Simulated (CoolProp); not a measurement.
Sulfur hexafluoride along the isotherm 151.55 °C: density (kg/m³) from the reference equation and from simpler models built on Tc = 45.6 °C, pc = 37.55 bar, ω = 0.210; each cubic takes its own stable root.

The numbers come from the reference Helmholtz-energy equation of state, Guder 2009 in CoolProp.

| p (bar) | phase | reference | Redlich-Kwong | Soave-Redlich-Kwong |
|---|---|---|---|---|
| 1.71 | gas | 7.112 | 7.119 | 7.112 |
| 3.41 | gas | 14.26 | 14.29 | 14.26 |
| 5.12 | gas | 21.54 | 21.60 | 21.53 |
| 6.83 | gas | 28.89 | 29.01 | 28.88 |
| 8.53 | gas | 36.29 | 36.48 | 36.26 |
| 10.2 | gas | 43.64 | 43.91 | 43.60 |
| 11.9 | gas | 51.20 | 51.58 | 51.15 |
| 13.7 | gas | 59.31 | 59.82 | 59.23 |
| 15.4 | gas | 67.06 | 67.71 | 66.95 |
| 17.1 | gas | 74.90 | 75.71 | 74.76 |
| 18.8 | gas | 82.83 | 83.83 | 82.65 |
